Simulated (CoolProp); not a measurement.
A simple Rankine cycle with tetrahydrofuran: condensing at 330.15 K, boiler at 2.35 MPa, turbine inlet 484.6 K, turbine efficiency 0.65, pump efficiency 0.8, no recuperator. Each further row changes one setting.

Computed with CoolProp (reference Helmholtz-energy equation of state, Fiedler 2023).

```tsv
case	thermal efficiency (%)	net work (kJ/kg)	heat in (kJ/kg)	turbine exit temperature (K)	volume ratio over the turbine
as stated	15.5	(withheld)	604	(withheld)	(withheld)
turbine inlet 504.6 K	15.6	101	(withheld)	418.9	33.4
condensing temperature 322.15 K	16.4	101	618	(withheld)	46.0
boiler pressure 1.65 MPa	14.5	90.2	(withheld)	411.0	(withheld)
turbine efficiency 0.55	(withheld)	78.8	604	405.0	35.9
```

### Question
What belongs in the gaps?

### Answer

- as stated, net work (kJ/kg): 93.7
- as stated, turbine exit temperature (K): 395.0
- as stated, volume ratio over the turbine: 35.0
- turbine inlet 504.6 K, heat in (kJ/kg): 647
- condensing temperature 322.15 K, turbine exit temperature (K): 389.6
- boiler pressure 1.65 MPa, heat in (kJ/kg): 624
- boiler pressure 1.65 MPa, volume ratio over the turbine: 22.3
- turbine efficiency 0.55, thermal efficiency (%): 13.0
